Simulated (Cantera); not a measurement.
Mixture: CH4 : O2 : N2 : H2O = 1 : 1.54 : 10 : 1.9 (molar parts), equivalence ratio 1.3, at 750 Torr, adiabatic and at constant volume. Ignition delay is the time to a rise of 400 K.

Detailed kinetics in Cantera: GRI-Mech 3.0 (53 species, 325 reactions).

Q: What does this change do: constant pressure in place of constant volume?

A: 
```
quantity                                                before       after
--------------------------------------------------  ----------  ----------
delay at 1075 K                                        0.694 s     0.718 s
delay at 1275 K                                        43.3 ms     45.9 ms
delay at 1475 K                                        3.56 ms     3.80 ms
delay at 1675 K                                       0.443 ms    0.471 ms
apparent activation energy between 1575 and 1775 K  210 kJ/mol  210 kJ/mol
```

Q: What does this change do: 1.2 parts CO2 added?

A: 
```csv
quantity,before,after
delay at 1075 K,0.694 s,0.774 s
delay at 1275 K,43.3 ms,49.2 ms
delay at 1475 K,3.56 ms,4.00 ms
delay at 1675 K,0.443 ms,0.492 ms
apparent activation energy between 1575 and 1775 K,210 kJ/mol,210 kJ/mol
```
